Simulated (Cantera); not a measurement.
Charge: 1 mol Si, 0.44 mol CO2, 25 mol H2, held at 7.50 Torr.

These are equilibrium values from Cantera (NASA tables, ideal gas, pure condensed phases), not measurements of a reactor. Candidate condensed phases: C, C6H6, C7H8, C8H18, H2O, Si, SiC, SiO2; 123 gas species. Mutual solubility and eutectic melting of coexisting phases are not modelled. The tables hold silica as quartz up to 1696 K and as liquid above; real silica turns to tridymite and cristobalite and melts near 1996 K. Gases not in the tables: Si2H6 and higher silanes. The numbers say what is thermodynamically allowed, not how fast it happens.

Which condensed phases are stable at each of these points (T (°C)): 800, 900, 1000, 1100, 1200, 1300, 1400, 1500, 1600, 1700, 1800?


```tsv
T (°C)	condensed phases	Si condensed (%)
800	Si(s) + SiC(s) + SiO2(β-quartz)	100.0
900	Si(s) + SiC(s) + SiO2(β-quartz)	99.9
1000	Si(s) + SiC(s) + SiO2(β-quartz)	99.0
1100	Si(s) + SiC(s) + SiO2(β-quartz)	89.7
1200	SiC(s) + SiO2(β-quartz)	50.6
1300	SiC(s)	28.0
1400	SiC(s)	28.0
1500	SiC(s)	27.8
1600	SiC(s)	26.9
1700	SiC(s)	23.3
1800	SiC(s)	12.9
```

From 800 °C to 1100 °C the condensed part is Si(s) + SiC(s) + SiO2(β-quartz). At 1200 °C the condensed part is SiC(s) + SiO2(β-quartz). From 1300 °C to 1800 °C the condensed part is SiC(s).
